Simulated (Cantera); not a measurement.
A perfectly stirred reactor is fed with 2.22 % C₂H₆, 97.8 % N₂, at 0.00470 bar; it is held at 1625 K, and followed from long to short residence time.

Computed with Cantera and GRI-Mech 3.0 (53 species, 325 reactions). GRI-Mech 3.0 stops at C3 and has no aromatics, soot or wall deposition, so with more carbon than oxygen in the feed, carbon stays in small species such as C2H2 where larger ones or solid carbon would form. Radical loss at walls, strong at low pressure, is not modelled.

Predict: x(C₂H₆) at τ = 2.30 s; x(H₂) at τ = 2.30 s; x(HCN) at τ = 2.30 s; x(C₂H) at τ = 2.30 s; x(C₂H₂) at τ = 2.30 s; x(C₂H₆) at τ = 10.0 ms; x(H₂) at τ = 10.0 ms; x(HCN) at τ = 10.0 ms; x(C₂H) at τ = 10.0 ms; x(C₂H₂) at τ = 10.0 ms.


* **x(C₂H₆) at τ = 2.30 s**: 2.85e-5
* **x(H₂) at τ = 2.30 s**: 0.0390
* **x(HCN) at τ = 2.30 s**: 8.12e-5
* **x(C₂H) at τ = 2.30 s**: 8.10e-7
* **x(C₂H₂) at τ = 2.30 s**: 0.0199
* **x(C₂H₆) at τ = 10.0 ms**: 0.00437
* **x(H₂) at τ = 10.0 ms**: 0.0160
* **x(HCN) at τ = 10.0 ms**: 4.82e-6
* **x(C₂H) at τ = 10.0 ms**: 6.91e-7
* **x(C₂H₂) at τ = 10.0 ms**: 0.00552
